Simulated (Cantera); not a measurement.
Charge: 1 mol SiO2, 0.24 mol N2, held at 1698 K and 1 atm.

Equilibrium computed with Cantera from the NASA thermochemical tables; the gas is ideal and each condensed phase is pure. Candidate condensed phases: Si, SiO2, Si2N2O, Si3N4; 16 gas species. The tables hold silica as quartz up to 1696 K and as liquid above; real silica turns to tridymite and cristobalite and melts near 1996 K. Kinetics and transport are ignored.

Base state: N2 1.00 (mole fractions); condensed: SiO2(condensed).

Problem. What changes in the equilibrium state with this change: 0.041 mol HF added?

Solution. 
| species | before | after |
|---|---|---|
| N2 | 1.00 | 0.862 |
| HF | 0 | 0.110 |
| H2O | 0 | 0.0184 |
| SiF4 | 0 | 0.00923 |
| H2 | 0 | 7.83e-5 |
| O2 | <1e-9 | 2.10e-5 |
| OH | 0 | 1.53e-5 |
| NO | 1.89e-7 | 3.01e-5 |
| SiO2(condensed), mol | 1.00 | 0.997 |
Gases not in the tables: Si(OH)4. Further candidate phases: H2O.
